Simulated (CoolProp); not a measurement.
Methanol along the isotherm 620 K: density (kg/m³) from the reference equation and from simpler models built on Tc = 513.4 K, pc = 82.16 bar, ω = 0.565; each cubic takes its own stable root.

Values from CoolProp's reference Helmholtz-energy equation of state, de Reuck 1993.

```csv
p (bar),phase,reference,ideal gas,Redlich-Kwong,Soave-Redlich-Kwong,Peng-Robinson
1.3,gas,0.8102,0.8081,0.8106,0.8100,0.8104
2.46,gas,1.537,1.529,1.538,1.536,1.537
4.67,gas,2.930,2.903,2.935,2.928,2.933
8.85,gas,5.602,5.501,5.620,5.591,5.610
16.8,gas,10.82,10.44,10.88,10.77,10.84
31.8,gas,21.19,19.77,21.43,20.99,21.24
60.3,gas,43.05,37.48,44.15,42.11,43.08
114,supercritical,93.44,70.86,100.6,88.59,92.32
217,supercritical,235.2,134.9,236.5,189.3,201.5
411,supercritical,431.0,255.5,347.7,308.2,334.4
```
